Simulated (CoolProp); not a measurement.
Properties of carbon monoxide at several states (Tc = 132.9 K, pc = 3.498 MPa, ω = 0.050).

Computed with CoolProp (reference Helmholtz-energy equation of state, Lemmon 2006). It is a short technical equation, of lower accuracy than the large ones.

```tsv
T (K)	p (MPa)	phase	cv (kJ/(kg K))	expansivity (1/kK)
176	16.2	supercritical	0.8693	10.49
75.2	0.423	liquid	1.194	5.074
467.2	0.0317	gas	0.7605	2.141
295.3	4.7	supercritical	0.7555	3.827
87.3	1.39	liquid	1.106	5.863
```
